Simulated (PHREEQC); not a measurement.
A solution holds 0.00087 mol HF, 1.3e-05 mol (CH3)4NF and 0.00053 mol H2SiF6 per kg of water, at 20 °C. Closed to the air; pH follows from the charge balance.

Model: ion-association model, wateq4f.dat, run in PHREEQC.

This is a speciation only: nothing precipitates in the calculation.

**Question.** Order these F species by the share of F that they hold, largest first: F-, HF2-, H2F2, HF, SiF6-2.

**Answer.** SiF6-2 (47 %), HF (33 %), F- (19 %), H2F2 (0.28 %), HF2- (0.19 %)

The pH is 2.87 and the ionic strength 0.00173 mol/kgw. Saturation is exceeded, for instance for Quartz (slow to form); the values hold only as long as no solid forms. Complexes and solids missing from the database can't appear. (CH3)4N+ isn't in the database: it is added as a free cation with an ion size of 4 Å. SiF6-2 is the database's only silicon fluoride.
